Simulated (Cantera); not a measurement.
Feed: 1 mol Si, 0.11 mol CO₂, 17 mol CO, held at 2.40 bar.

Cantera equilibrium calculation (NASA polynomials, part measured and part estimated; ideal gas, pure solids and liquids). Candidate condensed phases: C, Si, SiC, SiO₂; 20 gas species. The tables hold silica as quartz up to 1696 K and as liquid above; real silica turns to tridymite and cristobalite and melts near 1996 K. Equilibrium is a limit: real reactors are often held back by kinetics, nucleation or transport.

At 1450 °C, list the 3 most abundant gas species with their mole fractions, and the condensed phases.

CO 1.000, CO₂ 0.000290, SiO 0.000186. Condensed: C(graphite) + SiO₂(condensed).
